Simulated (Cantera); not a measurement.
What does this Cantera script print?

```python
import numpy as np
import cantera as ct

gas_names = """
    H H2 N NH NH2 NH3 N2 N2H2 N2H4 Si SiH SiH2 SiH3 SiH4 SiN Si2 Si2N Si3
""".split()
cond_names = """
    Si(cr) Si(L) Si3N4(a)
""".split()


# ... load() reads the species with a 1 bar reference pressure and builds the phases ...
atoms = {
    'Si3N4': {'Si': 3, 'N': 4},
    'H2': {'H': 2},
}
top_T = {'Si3N4(a)': 2400}  # K; cautious upper limits of use, not melting points


# ... equilibrate(T, P, feed) seeds the gas with the atoms and calls Mixture.equilibrate('TP', solver="vcs", rtol=1e-11, max_steps=5000) ...
results = []
feed = {'Si3N4': 1, 'H2': 600}  # mol
P = 100000  # Pa
for T in [1423, 1473, 1523, 1573, 1623, 1673, 1723]:
    mix = equilibrate(T, P, feed)
    results.append((T, P, feed, dict(zip(mix.species_names, mix.species_moles))))

top = {s: max(r[3][s] / sum(r[3][g] for g in gas_names) for r in results) for s in gas_names}
cols = sorted((s for s in top if top[s] > 1e-05), key=lambda s: -top[s])[:5]
seen = [c for c in cond_names if any(r[3].get(c, 0) > 1e-12 for r in results)]
print("log10 of partial pressures in bar; condensed amounts in mol")
print(f"{'T/K':>10s}" + "".join(f"{s[:9]:>10s}" for s in cols + seen))
for T, P, feed, n in results:
    ng = sum(n[g] for g in gas_names)
    print(f"{T:10.4g}" + "".join(f"{np.log10(max(n[s] / ng * P / 1e5, 1e-99)):10.3f}" for s in cols)
          + "".join(f"{n.get(c, 0):10.4g}" for c in seen))
```

It prints:

```
log10 of partial pressures in bar; condensed amounts in mol
       T/K        H2        N2         H      SiH2    Si(cr)     Si(L)  Si3N4(a)
      1423    -0.000    -5.019    -5.178    -6.279  0.007847         0    0.9971
      1473    -0.000    -4.559    -4.898    -5.978   0.02374         0    0.9917
      1523    -0.000    -4.131    -4.636    -5.698   0.06495         0    0.9777
      1573    -0.000    -3.730    -4.391    -5.435     0.165         0     0.944
      1623    -0.000    -3.354    -4.161    -5.189    0.3936         0    0.8672
      1673    -0.000    -3.002    -3.944    -4.959    0.8892         0    0.7009
      1723    -0.001    -2.626    -3.740    -4.771         0     2.123    0.2883
```

These are equilibrium values from Cantera (NASA tables, ideal gas, pure condensed phases), not measurements of a reactor. Mutual solubility and eutectic melting of coexisting phases are not modelled. Gases not in the tables: Si2H6 and higher silanes.
